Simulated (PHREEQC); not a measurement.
Model water analysis in mmol/kgw, 20 °C, pH 3.45, pe 8.3:

```
constituent  mmol/kgw
-----------  --------
Na               9.68
K                 3.1
Ca               1.98
Mg              0.265
Cl               5.15
S(6)             6.56
F                 0.3
Zn            0.00232
Mn(2)           0.523
Fe(3)          0.0682
```

Cl is adjusted to close the charge balance.
Valence states are taken as typed.

Computed with PHREEQC (ion-association model, phreeqc.dat).

**Question.** The ionic strength comes out as 0.0250 mol/kgw. What activity coefficients do Ca+2, F-, FeOH+2, Mg+2, H+ get?

**Answer.** Ca+2 0.56, F- 0.86, FeOH+2 0.56, Mg+2 0.57, H+ 0.88.

This is a speciation only: nothing precipitates in the calculation. The solution is supersaturated, for example in Jarosite-K, Hematite (slow to form), so a real one may precipitate; this is no full list. Fluoro complexes past AlF4- and FeF3 are missing from the database.
